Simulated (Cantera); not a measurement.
Input (Python, Cantera):

```python
import numpy as np
import cantera as ct

gas = ct.Solution("h2o2.yaml")
gas.TPX = 1275, 1700, {'H2': 0.23, 'O2': 1}
reactor = ct.IdealGasConstPressureReactor(gas, energy="off", clone=False)
net = ct.ReactorNet([reactor])
net.rtol, net.atol = 1e-08, 1e-18
show = ['H2', 'O2', 'HO2', 'H2O2', 'H', 'H2O']
times = np.geomspace(3e-05, 10, 13)

steps = ct.SolutionArray(gas, extra=["t"])
rows = []
print(f"{'t/s':>10s}{'T/K':>9s}{'P/Pa':>11s}" + "".join(f"{s:>11s}" for s in show))
for t in times:
    while net.time < t:
        t_next = net.step()
        steps.append(gas.state, t=t_next)
    rows.append([np.interp(t, steps.t, y) for y in (steps.T, steps.P, *steps(*show).X.T)])
    print(f"{t:10.3e}{rows[-1][0]:9.1f}{rows[-1][1]:11.4g}" + "".join(f"{x:11.3e}" for x in rows[-1][2:]))
rate = np.gradient(steps.T, steps.t)
print("integrator steps:", len(steps.t))
if steps.T.max() > steps.T[0] + 200:
    print(f"time of steepest temperature rise: {steps.t[rate.argmax()]:.4e} s")
gas.TPX = 1275, 1700, {'H2': 0.23, 'O2': 1}
gas.equilibrate("TP")
print(f"equilibrium (TP): T = {gas.T:.1f} K  " + "  ".join(f"{s} {gas[s].X[0]:.3e}" for s in show))
```

It prints:

```
       t/s      T/K       P/Pa         H2         O2        HO2       H2O2          H        H2O
 3.000e-05   1275.0       1700  1.870e-01  8.130e-01  2.029e-08  1.089e-11  1.820e-08  5.275e-09
 8.657e-05   1275.0       1700  1.870e-01  8.130e-01  5.866e-08  9.027e-11  9.676e-08  1.019e-07
 2.498e-04   1275.0       1700  1.870e-01  8.130e-01  1.821e-07  7.571e-10  4.704e-06  7.970e-06
 7.208e-04   1275.0       1700  6.395e-02  7.405e-01  7.487e-06  5.697e-07  4.962e-02  9.021e-02
 2.080e-03   1275.0       1700  7.918e-03  7.079e-01  8.924e-06  3.305e-07  4.960e-02  1.513e-01
 6.002e-03   1275.0       1700  5.809e-03  7.365e-01  9.372e-06  3.801e-07  2.814e-02  1.709e-01
 1.732e-02   1275.0       1700  2.189e-03  7.739e-01  8.322e-06  3.827e-07  5.827e-03  1.948e-01
 4.998e-02   1275.0       1700  3.288e-04  7.903e-01  3.784e-06  2.113e-07  3.261e-04  2.041e-01
 1.442e-01   1275.0       1700  4.073e-05  7.931e-01  8.653e-07  7.600e-08  1.431e-05  2.057e-01
 4.162e-01   1275.0       1700  6.810e-06  7.935e-01  1.888e-07  2.581e-08  9.940e-07  2.061e-01
 1.201e+00   1275.0       1700  1.518e-06  7.936e-01  5.626e-08  8.945e-09  1.060e-07  2.062e-01
 3.465e+00   1275.0       1700  4.148e-07  7.937e-01  3.263e-08  3.237e-09  1.527e-08  2.062e-01
 1.000e+01   1275.0       1700  1.483e-07  7.937e-01  3.637e-08  1.442e-09  3.286e-09  2.062e-01
integrator steps: 2009
equilibrium (TP): T = 1275.0 K  H2 9.868e-08  O2 7.937e-01  HO2 4.134e-08  H2O2 1.081e-09  H 1.788e-09  H2O 2.063e-01
```

Computed with Cantera and the H2/O2 subset of GRI-Mech 3.0, which has no nitrogen chemistry. Radical loss at walls, strong at low pressure, is not modelled. The temperature is held fixed by assumption; the heat of reaction is taken as removed at once.
